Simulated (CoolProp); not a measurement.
Vapour pressure (MPa) of n-pentane: the reference equation beside estimates from Tc = 469.7 K, pc = 3.368 MPa, ω = 0.251. Clausius-Clapeyron is anchored at 257.7 K with a constant enthalpy of vaporisation of 28.55 kJ/mol.

The numbers come from the reference Helmholtz-energy equation of state, Thol 2019 in CoolProp.

```tsv
T (K)	reference	Clausius-Clapeyron	Soave-Redlich-Kwong
246.7	0.006289	0.006355	0.006098
252.2	[?]	0.008609	[?]
257.7	0.01151	0.01151	0.01121
263.2	0.01523	0.01521	0.01487
268.7	0.01989	0.01987	0.01946
274.2	0.02565	0.02567	[?]
279.7	0.03269	[?]	0.03211
285.2	[?]	[?]	0.04057
290.7	0.05141	0.05226	0.05073
296.2	0.06355	0.06508	0.06283
301.7	0.07784	0.08040	0.07711
307.2	0.09456	0.09858	0.09385
```

Question: Fill in the missing entries.

Answer: 
- 252.2, reference: 0.008576
- 252.2, Soave-Redlich-Kwong: 0.008333
- 274.2, Soave-Redlich-Kwong: 0.02514
- 279.7, Clausius-Clapeyron: 0.03284
- 285.2, reference: 0.04120
- 285.2, Clausius-Clapeyron: 0.04162

Absolute difference from the reference over all 12 rows, mean and median: Clausius-Clapeyron 1.2 and 0.7 %, Soave-Redlich-Kwong 1.9 and 1.9 %.
